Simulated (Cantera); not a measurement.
A perfectly stirred reactor is fed with 9.40 % CH4, 90.2 % H2, 0.404 % N2, at 0.00168 atm; it is held at 1525 K, and followed from long to short residence time.

Cantera simulation using GRI-Mech 3.0 (53 species, 325 reactions); the numbers are that mechanism's predictions, not measurements. GRI-Mech 3.0 stops at C3 and has no aromatics, soot or wall deposition, so with more carbon than oxygen in the feed, carbon stays in small species such as C2H2 where larger ones or solid carbon would form. Radical loss at walls, strong at low pressure, is not modelled.

Task: Predict: x(CH4) at τ = 17.0 s; x(H2) at τ = 17.0 s; x(C2H4) at τ = 17.0 s; x(C2H) at τ = 17.0 s; x(C2H6) at τ = 17.0 s; x(CH4) at τ = 0.100 s; x(H2) at τ = 0.100 s; x(C2H4) at τ = 0.100 s; x(C2H6) at τ = 0.100 s.

Result: 
```json
{
  "x(CH4) at τ = 17.0 s": "0.0639",
  "x(H2) at τ = 17.0 s": "0.918",
  "x(C2H4) at τ = 17.0 s": "0.000193",
  "x(C2H) at τ = 17.0 s": "9.17e-9",
  "x(C2H6) at τ = 17.0 s": "3.76e-6",
  "x(CH4) at τ = 0.100 s": "0.0939",
  "x(H2) at τ = 0.100 s": "0.902",
  "x(C2H4) at τ = 0.100 s": "2.67e-7",
  "x(C2H6) at τ = 0.100 s": "2.38e-8"
}
```
